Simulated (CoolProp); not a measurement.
Vapour-liquid equilibrium of toluene (1) + n-octane (2) at 90.8 kPa; x and y are mole fractions of (1).

Values from CoolProp's multi-fluid Helmholtz-energy mixture model, Lemmon 2006 and Beckmüller 2019; pair parameters Bell 2016.

| x | bubble temperature, mixture model (K) | bubble temperature, Raoult's law (K) | y, mixture model | y, Raoult's law |
|---|---|---|---|---|
| 0.05 | 393.3 | 394.0 | 0.088 | 0.074 |
| 0.15 | 390.6 | 392.3 | 0.241 | 0.212 |
| 0.25 | 388.3 | 390.6 | 0.366 | 0.337 |
| 0.35 | 386.4 | 389.0 | 0.472 | 0.452 |
| 0.45 | 384.8 | 387.4 | 0.565 | 0.557 |
| 0.55 | 383.4 | 386.0 | 0.647 | 0.653 |
| 0.65 | 382.3 | 384.5 | 0.724 | 0.742 |
| 0.75 | 381.4 | 383.2 | 0.799 | 0.823 |
| 0.85 | 380.7 | 381.8 | 0.875 | 0.898 |
| 0.95 | 380.1 | 380.6 | 0.956 | 0.967 |

The largest gap from Raoult's law is -2.6 K in bubble temperature, at x = 0.45. No azeotrope shows between x = 0.05 and 0.95.

Pair parameters are fitted to limited data, so mixtures are less certain than the pure fluids.
